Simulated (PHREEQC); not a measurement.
Dissolve 0.096 mol Na2HAsO4, 0.00011 mol H3PO4 and 0.014 mol NaCl per kg of water at 20 °C. Closed to the air; pH follows from the charge balance.

Computed with PHREEQC (ion-association model, wateq4f.dat).

Each row changes one thing in this solution. No solid was allowed to form.

| case | pH | ionic strength (mol/kgw) | H2AsO4- (mol/kgw) | AsO4-3 (mol/kgw) | HPO4-2 (mol/kgw) | NaHPO4- (mol/kgw) |
|---|---|---|---|---|---|---|
| as made | 8.83 | 0.302 | 0.000817 | 0.000591 | 9.86e-5 | 1.03e-5 |
| temperature from 20 to 65 °C | 8.54 | 0.303 | [?] | [?] | 9.93e-5 | [?] |
| NaCl replaced by Na3PO4 at the same molality | 10.23 | 0.369 | 2.84e-5 | 0.0131 | 0.0123 | 0.00136 |
| H3PO4 from 0.00011 to 2.2e-05 mol/kgw | 8.89 | 0.303 | 0.000722 | 0.000670 | 1.97e-5 | 2.07e-6 |
| diluted 100-fold with water | 9.00 | [?] | [?] | 2.49e-6 | 1.08e-6 | 3.43e-9 |

Task: Complete the blanks.

Result: 
- temperature from 20 to 65 °C, H2AsO4- (mol/kgw): 0.00122
- temperature from 20 to 65 °C, AsO4-3 (mol/kgw): 0.000936
- temperature from 20 to 65 °C, NaHPO4- (mol/kgw): 9.31e-6
- diluted 100-fold with water, ionic strength (mol/kgw): 0.00301
- diluted 100-fold with water, H2AsO4- (mol/kgw): 1.18e-5

H3PO4, which wateq4f.dat lacks, is added to it with the constant of phreeqc.dat. Constants without temperature data keep their 25 °C values here.
